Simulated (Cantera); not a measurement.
Cantera run:

```python
import numpy as np
import cantera as ct

gas_names = """
    AL ALH ALN AL2 H H2 N NH NH2 NH3 N2 N2H2 N2H4
""".split()
cond_names = """
    AL(cr) AL(L) ALN(s)
""".split()


# ... load() reads the species with a 1 bar reference pressure and builds the phases ...
atoms = {
    'Al': {'AL': 1},
    'NH3': {'N': 1, 'H': 3},
    'H2': {'H': 2},
}
top_T = {'ALN(s)': 2750}  # K; cautious upper limits of use, not melting points


# ... equilibrate(T, P, feed) seeds the gas with the atoms and calls Mixture.equilibrate('TP', solver="vcs", rtol=1e-11, max_steps=5000) ...
results = []
feed = {'Al': 1, 'NH3': 300, 'H2': 170}  # mol
T = 975  # K
P = 92  # Pa
mix = equilibrate(T, P, feed)
results.append((T, P, feed, dict(zip(mix.species_names, mix.species_moles))))
print(gas.report(threshold=1e-05))
for i in range(1, mix.n_phases):
    print(f"{mix.phase(i).name:16s} {mix.phase_moles(i):12.5e} mol")
```

Result:

```
       temperature   975 K
          pressure   92 Pa
           density   8.0201e-05 kg/m^3
  mean mol. weight   7.0669 kg/kmol
   phase of matter   gas

                          1 kg             1 kmol
                     ---------------   ---------------
          enthalpy        2.8402e+06        2.0072e+07  J
   internal energy        1.6931e+06        1.1965e+07  J
           entropy             33921        2.3972e+05  J/K
    Gibbs function       -3.0232e+07       -2.1365e+08  J
 heat capacity c_p            4332.6             30618  J/K
 heat capacity c_v              3156             22304  J/K

                      mass frac. Y      mole frac. X     chem. pot. / RT
                     ---------------   ---------------   ---------------
                H2           0.22985           0.80572            -24.65
                N2           0.77015           0.19428           -33.426
     [  +11 minor]        4.9245e-07        2.3619e-07

AL(L)             0.00000e+00 mol
ALN(s)            1.00000e+00 mol
```

Cantera equilibrium calculation (NASA polynomials, part measured and part estimated; ideal gas, pure solids and liquids).
